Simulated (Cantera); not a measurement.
**Fe2O3 + SO2 + CO2 + H2O (roasting and sulfation)**

A closed system holds: 1 mol Fe2O3, 1.4 mol SO2, 0.045 mol CO2, 1.2 mol H2O, equilibrated at 1.00 bar.

Cantera equilibrium calculation (NASA polynomials, part measured and part estimated; ideal gas, pure solids and liquids). Candidate condensed phases: C, C6H6, C7H8, C8H18, Fe, Fe(CO)5, FeO, Fe(OH)2, Fe(OH)3, FeS, FeSO4, FeS2, Fe2O3, Fe2(SO4)3, Fe3O4, H2O, H2SO4, S; 127 gas species. Mutual solubility and eutectic melting of coexisting phases are not modelled. The numbers say what is thermodynamically allowed, not how fast it happens.

```csv
T (°C),x SO2,x H2O,x O2,x CO2,n Fe2O3(s),n Fe3O4(s)
1200,0.527,0.452,0.00267,0.0170,0.948,0.0346
1225,0.525,0.451,0.00505,0.0169,0.908,0.0613
1250,0.523,0.449,0.00934,0.0169,0.837,0.109
1275,0.518,0.446,0.0169,0.0167,0.710,0.193
1300,0.511,0.440,0.0301,0.0165,0.488,0.341
1325,0.499,0.430,0.0525,0.0161,0.0974,0.602
1350,0.496,0.427,0.0580,0.0160,0,0.667
1375,0.496,0.427,0.0581,0.0160,0,0.667
1400,0.496,0.427,0.0582,0.0160,0,0.667
1425,0.496,0.427,0.0583,0.0160,0,0.667
```
x: gas mole fraction; n: condensed amount in mol.

From 1200 °C to 1325 °C the condensed part is Fe2O3(s) + Fe3O4(s). From 1350 °C to 1425 °C the condensed part is Fe3O4(s). The main Fe-bearing gas is Fe(OH)2 throughout.
